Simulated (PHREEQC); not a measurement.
PHREEQC input (ion-association model, phreeqc.dat):

```
SOLUTION_MASTER_SPECIES
  Amm  AmmH+  0  AmmH  17.031  # ammonia with no redox link, constants of NH4+
SOLUTION_SPECIES
  AmmH+ = AmmH+
    -log_k 0
    -gamma 2.5 0
    -dw 1.98e-9
  AmmH+ = Amm + H+
    -log_k -9.252
    -delta_h 12.48 kcal
    -analytic 0.6322 -0.001225 -2835.76
    -dw 2.28e-9
  AmmH+ + SO4-2 = AmmHSO4-
    -log_k 1.11
PHASES
  Amm(g)
    Amm = Amm
    -log_k 1.7966
    -analytic -18.758 3.3670e-4 2.5113e3 4.8619 39.192
    -T_c 405.6
    -P_c 111.3
    -Omega 0.25
EXCHANGE_SPECIES
  AmmH+ + X- = AmmHX
    -log_k 0.6
    -gamma 2.5 0
    -delta_h -2.4
SOLUTION 0
  temp 25
  units mmol/kgw
  pH 7 charge
  S(6) 1.4
  Na 2.8
  Cl 0.01
  O(0) 1 O2(g) -0.68
SOLUTION 1-40
  temp 25
  units mmol/kgw
  pH 7 charge
  Cl 0.36
  Amm 0.35
  O(0) 1 O2(g) -0.68
END
EXCHANGE 1-40
  X 0.0022
  -equilibrate 1
END
SELECTED_OUTPUT 1
  -reset false
  -pH true
  -pe true
  -ionic_strength true
  -water true
  -step true
  -totals Amm Cl Na S S(-2) S(6)
  -molalities AmmHX NaX
  -saturation_indices Halite
PRINT
  -reset false
TRANSPORT
  -cells 40
  -shifts 160
  -lengths 0.005
  -time_step 3600
  -dispersivities 0.016
  -boundary_conditions flux flux
  -correct_disp true
  -punch_cells 40
  -punch_frequency 5
END
```

Selected output (columns that matter, 25 of 33 rows; pore volumes added in front):

```
pore volumes	pH	mu	Amm	Cl	Na	S	m_NaX	si_Halite
0	5.0083	0.00036	0.00035	0.00036	0	0	0	-1000
0.1375	5.0083	0.00036	0.00035	0.00036	3.4624e-24	6.1843e-13	5.4671e-24	-28.493
0.3875	5.0091	0.00039545	0.00037264	0.00035676	8.8544e-09	1.2941e-05	1.3133e-08	-13.09
0.5125	5.0133	0.00058273	0.0004906	0.00033966	1.8058e-06	8.1377e-05	2.0334e-06	-10.806
0.6375	5.021	0.000982	0.00071655	0.00030309	3.1842e-05	0.00022765	2.4324e-05	-9.6165
0.8875	5.0389	0.0020863	0.0010997	0.0002015	0.00035982	0.00063401	0.00016771	-8.7546
1.0125	5.0463	0.0025996	0.0011646	0.00015417	0.00062622	0.00082333	0.00026298	-8.6353
1.1375	5.0522	0.0030237	0.0011614	0.00011505	0.00090321	0.00097979	0.00036133	-8.6071
1.3875	5.0601	0.0035984	0.0010452	6.2122e-05	0.0013899	0.0011915	0.0005538	-8.6922
1.5125	5.0625	0.0037755	0.00096569	4.5858e-05	0.0015833	0.0012566	0.00064515	-8.7689
1.6375	5.0643	0.0039007	0.00088464	3.4399e-05	0.0017446	0.0013024	0.00073254	-8.8525
1.8875	5.0666	0.0040477	0.00073403	2.103e-05	0.0019888	0.0013559	0.00089515	-9.0104
2.0125	5.0672	0.0040885	0.00066758	1.7352e-05	0.0020809	0.0013706	0.00097049	-9.0745
2.1375	5.0677	0.0041163	0.00060741	1.488e-05	0.0021584	0.0013805	0.001042	-9.1256
2.3875	5.0684	0.0041477	0.00050444	1.213e-05	0.0022807	0.0013915	0.0011744	-9.1907
2.5125	5.0686	0.0041562	0.00046059	1.1402e-05	0.0023296	0.0013944	0.0012355	-9.2084
2.6375	5.0688	0.0041621	0.00042111	1.0921e-05	0.0023724	0.0013963	0.0012935	-9.2192
2.8875	5.0691	0.0041688	0.0003533	1.0396e-05	0.0024439	0.0013984	0.0014006	-9.2278
3.0125	5.0692	0.0041708	0.00032412	1.026e-05	0.0024741	0.001399	0.00145	-9.2282
3.1375	5.0693	0.0041722	0.00029762	1.017e-05	0.0025012	0.0013993	0.0014968	-9.2273
3.3875	5.0694	0.004174	0.0002515	1.0073e-05	0.002548	0.0013997	0.001583	-9.2234
3.5125	5.0695	0.0041746	0.00023139	1.0047e-05	0.0025683	0.0013998	0.0016227	-9.2211
3.6375	5.0695	0.004175	0.00021299	1.0031e-05	0.0025868	0.0013999	0.0016603	-9.2187
3.8875	5.0696	0.0041758	0.00018062	1.0013e-05	0.0026193	0.0013999	0.0017292	-9.214
4.0125	5.0697	0.004176	0.00016639	1.0009e-05	0.0026336	0.0014	0.0017608	-9.2119
```
